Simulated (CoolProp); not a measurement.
C3F8 (R218) along the isobar 8230 kPa: Z from the reference equation and from simpler models built on Tc = 71.9 °C, pc = 2640 kPa, ω = 0.317; each cubic takes its own stable root.

Model: reference Helmholtz-energy equation of state, Lemmon 2006, in CoolProp. It is a short technical equation, of lower accuracy than the large ones.

```csv
T (°C),phase,reference,Redlich-Kwong,Soave-Redlich-Kwong
50.95,liquid,0.4425,0.4773,0.4689
60.25,liquid,0.4459,0.4804,0.4751
69.45,liquid,0.4512,0.4850,0.4838
78.75,supercritical,0.4589,0.4914,0.4954
87.95,supercritical,0.4692,0.4994,0.5099
97.15,supercritical,0.4826,0.5093,0.5279
106.45,supercritical,0.4999,0.5213,0.5497
115.65,supercritical,0.5211,0.5352,0.5748
124.85,supercritical,0.5463,0.5512,0.6028
134.15,supercritical,0.5752,0.5692,0.6333
```
